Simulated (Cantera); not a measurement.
Charge: 1 mol Cu, 0.5 mol F2, 6.5 mol H2, held at 1330 Pa.

Method: chemical equilibrium by Gibbs-energy minimisation in Cantera with the NASA 1993 tables (ideal gas, pure condensed phases). Candidate condensed phases: Cu, CuF2; 15 gas species. Equilibrium is a limit: real reactors are often held back by kinetics, nucleation or transport.

Which condensed phases are stable at each of these points (T (K)): 400, 500, 600, 700, 800, 900, 1000, 1100, 1200, 1300, 1400, 1500?


```csv
T (K),condensed phases,Cu condensed (%)
400,Cu(s),100.0
500,Cu(s),100.0
600,Cu(s),100.0
700,Cu(s),100.0
800,Cu(s),100.0
900,Cu(s),100.0
1000,Cu(s),100.0
1100,Cu(s),100.0
1200,Cu(s),100.0
1300,Cu(s),100.0
1400,Cu(l),99.9
1500,Cu(l),99.6
```

From 400 K to 1300 K the condensed part is Cu(s). From 1400 K to 1500 K the condensed part is Cu(l).
